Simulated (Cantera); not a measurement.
## Equilibrium for roasting and sulfation: Fe2O3 + SO3 + CO2

Charge: 1 mol Fe2O3, 0.23 mol SO3, a varied amount of CO2, at 1698 K and 1 atm.

Method: chemical equilibrium by Gibbs-energy minimisation in Cantera with the NASA 1993 tables (ideal gas, pure condensed phases). Candidate condensed phases: C, Fe, Fe(CO)5, FeO, FeS, FeSO4, FeS2, Fe2O3, Fe2(SO4)3, Fe3O4, S; 25 gas species. The numbers say what is thermodynamically allowed, not how fast it happens.

| n(CO2) (mol) | x CO2 | x O2 | x SO2 | x SO3 | x CO | x O | n Fe3O4(s) |
|---|---|---|---|---|---|---|---|
| 0.19 | 0.271 | 0.400 | 0.325 | 0.00318 | 2.86e-5 | 2.75e-5 | 0.667 |
| 0.72 | 0.585 | 0.228 | 0.185 | 0.00137 | 8.16e-5 | 2.08e-5 | 0.667 |
| 1.2 | 0.701 | 0.164 | 0.134 | 0.000837 | 0.000115 | 1.76e-5 | 0.667 |
| 1.8 | 0.779 | 0.122 | 0.0990 | 0.000534 | 0.000149 | 1.52e-5 | 0.667 |
| 2.3 | 0.818 | 0.100 | 0.0814 | 0.000398 | 0.000172 | 1.38e-5 | 0.667 |
| 2.8 | 0.845 | 0.0850 | 0.0691 | 0.000312 | 0.000193 | 1.27e-5 | 0.667 |
| 3.3 | 0.866 | 0.0739 | 0.0601 | 0.000253 | 0.000212 | 1.18e-5 | 0.667 |
| 3.9 | 0.884 | 0.0639 | 0.0519 | 0.000203 | 0.000233 | 1.10e-5 | 0.667 |
| 4.4 | 0.896 | 0.0574 | 0.0467 | 0.000173 | 0.000249 | 1.04e-5 | 0.667 |
x: gas mole fraction; n: condensed amount in mol.

From 0.19 mol CO2 to 4.4 mol CO2 the condensed part is Fe3O4(s).
